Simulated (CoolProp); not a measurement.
Vapour pressure (MPa) of c-C4F8 (RC318): the reference equation beside estimates from Tc = 388.4 K, pc = 2.778 MPa, ω = 0.355. Clausius-Clapeyron is anchored at 254.1 K with a constant enthalpy of vaporisation of 24.28 kJ/mol.

The numbers come from the reference Helmholtz-energy equation of state, Platzer 1990 in CoolProp. This equation is an older, rougher fit; its heat capacities, sound speeds and derivatives of the liquid may be far off and weren't checked against measurements.

```json
[
 {"T (K)": "238.5", "reference": "0.02596", "Clausius-Clapeyron": "0.02689", "van der Waals": "0.2756", "Peng-Robinson": "0.02660"},
 {"T (K)": "243.7", "reference": "0.03420", "Clausius-Clapeyron": "0.03491", "van der Waals": "0.3110", "Peng-Robinson": "0.03485"},
 {"T (K)": "248.9", "reference": "0.04445", "Clausius-Clapeyron": "0.04485", "van der Waals": "0.3494", "Peng-Robinson": "0.04506"},
 {"T (K)": "254.1", "reference": "0.05702", "Clausius-Clapeyron": "0.05702", "van der Waals": "0.3909", "Peng-Robinson": "0.05754"},
 {"T (K)": "259.3", "reference": "0.07227", "Clausius-Clapeyron": "0.07180", "van der Waals": "0.4355", "Peng-Robinson": "0.07265"},
 {"T (K)": "264.5", "reference": "0.09058", "Clausius-Clapeyron": "0.08959", "van der Waals": "0.4833", "Peng-Robinson": "0.09077"},
 {"T (K)": "269.7", "reference": "0.1124", "Clausius-Clapeyron": "0.1108", "van der Waals": "0.5345", "Peng-Robinson": "(withheld)"},
 {"T (K)": "274.9", "reference": "0.1380", "Clausius-Clapeyron": "0.1360", "van der Waals": "(withheld)", "Peng-Robinson": "0.1376"},
 {"T (K)": "280", "reference": "0.1674", "Clausius-Clapeyron": "0.1651", "van der Waals": "0.6461", "Peng-Robinson": "0.1667"},
 {"T (K)": "285.2", "reference": "0.2021", "Clausius-Clapeyron": "0.1997", "van der Waals": "(withheld)", "Peng-Robinson": "0.2009"}
]
```

Question: Some entries are withheld; supply them.

Answer: 
- 269.7, Peng-Robinson: 0.1123
- 274.9, van der Waals: 0.5891
- 285.2, van der Waals: 0.7078

Absolute difference from the reference over all 10 rows, mean and median: Clausius-Clapeyron 1.4 and 1.3 %, van der Waals 521.7 and 468.1 %, Peng-Robinson 0.9 and 0.6 %.
